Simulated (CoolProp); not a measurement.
Vapour-liquid equilibrium of nitrogen (1) + carbon monoxide (2) at 6.84 bar; x and y are mole fractions of (1).

Model: multi-fluid Helmholtz-energy mixture model, Span 2000 and Lemmon 2006; pair parameters Gernert 2013, in CoolProp.

Give the bubble temperature and the first vapour's composition at x = 0.35, 0.5, 0.8. Is there an azeotrope?

x = 0.35: 101.0 K, y = 0.424; x = 0.5: 100.2 K, y = 0.574; x = 0.8: 98.9 K, y = 0.837. No azeotrope shows between x = 0.05 and 0.95.

The pair parameters rest on a limited set of measurements; away from them the model extrapolates.
